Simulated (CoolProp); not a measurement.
Vapour pressure (bar) of c-C4F8 (RC318): the reference equation beside estimates from Tc = 388.4 K, pc = 27.78 bar, ω = 0.355.

Values from CoolProp's reference Helmholtz-energy equation of state, Platzer 1990. This equation is an older, rougher fit; its heat capacities, sound speeds and derivatives of the liquid may be far off and weren't checked against measurements.

| T (K) | reference | Lee-Kesler | van der Waals | Redlich-Kwong |
|---|---|---|---|---|
| 273.4 | 1.302 | 1.303 | 5.730 | 2.547 |
| 288.7 | 2.284 | 2.287 | 7.514 | 3.954 |
| 304 | 3.752 | 3.757 | 9.620 | 5.838 |
| 319.3 | 5.841 | 5.843 | 12.07 | 8.269 |
| 334.6 | 8.698 | 8.693 | 14.87 | 11.31 |
| 349.9 | 12.49 | 12.48 | 18.05 | 15.04 |
| 365.1 | 17.38 | 17.38 | 21.59 | 19.46 |
| 380.4 | 23.72 | 23.75 | 25.55 | 24.71 |

Absolute difference from the reference over all 8 rows, mean and median: Lee-Kesler 0.1 and 0.1 %, van der Waals 122.4 and 88.8 %, Redlich-Kwong 41.6 and 35.8 %.
